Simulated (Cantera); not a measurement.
Charge: 1 mol Pb, 7.4 mol H₂O, a varied amount of N₂, at 1325 K and 57.8 Torr.

Equilibrium computed with Cantera from the NASA thermochemical tables; the gas is ideal and each condensed phase is pure. Candidate condensed phases: H₂O, Pb, PbO, PbO₂, Pb₃O₄; 27 gas species. Kinetics and transport are ignored.

x: gas mole fraction; nothing condenses.

```
n(N₂) (mol)   x N₂   x H₂O     x Pb      x H₂     x PbO
-----------  -----  ------  -------  --------  --------
18           0.682   0.279   0.0368   0.00103   0.00103
22           0.724   0.243   0.0320  0.000896  0.000895
26           0.756     ___      ___       ___       ___
32           0.792   0.182   0.0241  0.000674  0.000674
38           0.819   0.159   0.0210  0.000587  0.000587
46           0.846   0.136   0.0179  0.000501  0.000500
56           0.870   0.114   0.0151  0.000423  0.000423
67           0.889  0.0978   0.0129  0.000361  0.000361
81           0.906     ___      ___       ___       ___
98           0.921  0.0693  0.00914  0.000256  0.000256
120          0.935  0.0574  0.00758  0.000212  0.000212
140          0.943  0.0497  0.00655  0.000184  0.000183
```

Question: Fill in the missing entries.

Answer: 
- 81, x H₂O: 0.0825
- 81, x Pb: 0.0109
- 81, x H₂: 0.000305
- 81, x PbO: 0.000304
- 26, x H₂O: 0.214
- 26, x Pb: 0.0283
- 26, x H₂: 0.000792
- 26, x PbO: 0.000791
